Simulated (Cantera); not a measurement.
Input: 1 mol SiH₂Cl₂, 0.7 mol N₂, 1.1 mol H₂, held at 1375 K and 0.000500 bar.

Method: chemical equilibrium by Gibbs-energy minimisation in Cantera with the NASA 1993 tables (ideal gas, pure condensed phases). N₂ is the only nitrogen source here; it is nearly inert below about 1500 K, so the nitride shown seldom forms there in practice. The tables' values for SiCl₃ are old estimates; treat these amounts as uncertain. Rates play no part.

| species | before | after |
|---|---|---|
| H₂ | 0.455 | 0.465 |
| N₂ | 0.0929 | 0.183 |
| SiCl₂ | 0.115 | 0.179 |
| HCl | 0.328 | 0.158 |
| Si₂N | <1e-9 | 2.52e-5 |
| Si | 1.39e-7 | 0.00300 |
| Si₂ | <1e-9 | 1.55e-5 |
| SiN | 2.17e-9 | 1.48e-5 |
| SiH | 1.18e-8 | 6.06e-5 |
| SiCl₄ | 0.00225 | 3.44e-6 |
| Si₃N₄(s), mol | 0.192 | 0 |
| Si(l), mol | 0 | 0.292 |
Gas species are given as mole fractions.

Question: What was changed between the two runs?
(A) pressure from 0.000500 bar to 0.133 bar
(B) temperature from 1375 K to 1750 K
(C) N₂ from 0.7 to 16 mol
(D) pressure from 0.000500 bar to 0.120 bar

Answer: B, temperature from 1375 K to 1750 K. The tables' values for SiCl, SiCl₃, SiN are old estimates; treat these amounts as uncertain
